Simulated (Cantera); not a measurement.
Charge: 1 mol Ta₂O₅, 0.69 mol CH₄, 5.7 mol H₂, equilibrated at 1725 °C and 15.8 Torr.

Method: chemical equilibrium by Gibbs-energy minimisation in Cantera with the NASA 1993 tables (ideal gas, pure condensed phases). Candidate condensed phases: C, C₆H₆, C₇H₈, C₈H₁₈, H₂O, Ta, TaC, Ta₂O₅; 113 gas species. Mutual solubility and eutectic melting of coexisting phases are not modelled. Condensed phases not in the tables: Ta₂C, N, O or C dissolved in the metal. Equilibrium is a limit: real reactors are often held back by kinetics, nucleation or transport.

Base state: H₂ 0.899, CO 0.0883, H 0.0105, H₂O 0.00163, TaO₂ 4.84e-5, CO₂ 3.50e-5 (mole fractions); condensed: Ta(s) + Ta₂O₅(s).

Problem. What changes in the equilibrium state with this change: temperature from 1725 °C to 1402 °C?

Solution. 
| species | before | after |
|---|---|---|
| H₂ | 0.899 | 0.933 |
| CO | 0.0883 | 0.0648 |
| H₂O | 0.00163 | 0.000963 |
| H | 0.0105 | 0.000774 |
| TaO₂ | 4.84e-5 | 3.14e-8 |
| CO₂ | 3.50e-5 | 2.02e-5 |
| Ta(s), mol | 0.281 | 0 |
| Ta₂O₅(s), mol | 0.859 | 0.900 |
| TaC(s), mol | 0 | 0.199 |
TaC: taken at fixed stoichiometry. Condensed phases not in the tables: Ta₂C.
